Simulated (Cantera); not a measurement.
A closed system holds: 1 mol BaF2, a varied amount of H2, held at 8.30e-5 bar.

These are equilibrium values from Cantera (NASA tables, ideal gas, pure condensed phases), not measurements of a reactor. Candidate condensed phases: Ba, BaF2; 14 gas species. Equilibrium is a limit: real reactors are often held back by kinetics, nucleation or transport.

Q: What condenses at these points (T in K, n(H2) in mol): (1348, 5.3); (1648, 39); (1648, 5.3); (1948, 12); (1498, 2.4)?

A: 
```json
[
 {"T (K)": "1348", "n(H2) in mol": "5.3", "condensed phases": "BaF2", "Ba condensed (%)": "91.0"},
 {"T (K)": "1648", "n(H2) in mol": "39", "condensed phases": "gas only", "Ba condensed (%)": "0.0"},
 {"T (K)": "1648", "n(H2) in mol": "5.3", "condensed phases": "gas only", "Ba condensed (%)": "0.0"},
 {"T (K)": "1948", "n(H2) in mol": "12", "condensed phases": "gas only", "Ba condensed (%)": "0.0"},
 {"T (K)": "1498", "n(H2) in mol": "2.4", "condensed phases": "gas only", "Ba condensed (%)": "0.0"}
]
```
